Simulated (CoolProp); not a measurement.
A single-stage vapour-compression cycle with R22: evaporating at 262.15 K (dew point), condensing at 331.15 K (bubble point), superheat 5 K, subcooling 0 K, compressor efficiency 0.7, no pressure losses. Each further row changes one setting.

Values from CoolProp's reference Helmholtz-energy equation of state, Kamei 1995.

```
case                              cooling COP  pressure ratio  discharge temperature (K)  refrigerating effect (kJ/kg)  volumetric capacity (kJ/m³)
--------------------------------  -----------  --------------  -------------------------  ----------------------------  ---------------------------
as stated                                1.79            6.79                      390.9                           130                         1870
evaporating temperature 267.15 K         2.02               …                      385.4                             …                         2250
condensing temperature 326.15 K          2.02            6.07                      383.1                           137                         1980
subcooling 5 K                              …            6.79                      390.9                           137                         1980
superheat 15 K                           1.80            6.79                          …                           137                            …
compressor efficiency 0.6                1.54            6.79                          …                           130                         1870
```

Some entries are withheld; supply them.


- evaporating temperature 267.15 K, pressure ratio: 5.70
- evaporating temperature 267.15 K, refrigerating effect (kJ/kg): 132
- subcooling 5 K, cooling COP: 1.90
- superheat 15 K, discharge temperature (K): 402.8
- superheat 15 K, volumetric capacity (kJ/m³): 1880
- compressor efficiency 0.6, discharge temperature (K): 404.5
